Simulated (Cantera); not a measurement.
A closed system holds: 1 mol SiCl₄, 13 mol H₂, at 1423 K and 0.660 bar.

Cantera equilibrium calculation (NASA polynomials, part measured and part estimated; ideal gas, pure solids and liquids). Candidate condensed phases: Si; 19 gas species. The tables' values for SiCl₃ are old estimates; treat these amounts as uncertain. Kinetics and transport are ignored.

Problem. What is the equilibrium state?

Solution. 
```
Quantity         Value
----------  ----------
x(H₂)            0.841
x(HCl)          0.0924
x(SiCl₂)        0.0306
x(SiCl₄)        0.0143
x(SiCl₃)        0.0105
x(SiHCl₃)       0.0101
x(SiH₂Cl₂)     0.00109
x(SiH₃Cl)      3.40e-5
x(H)           7.50e-6
n(Si(s))    0.0302 mol
gas amount   14.55 mol
```
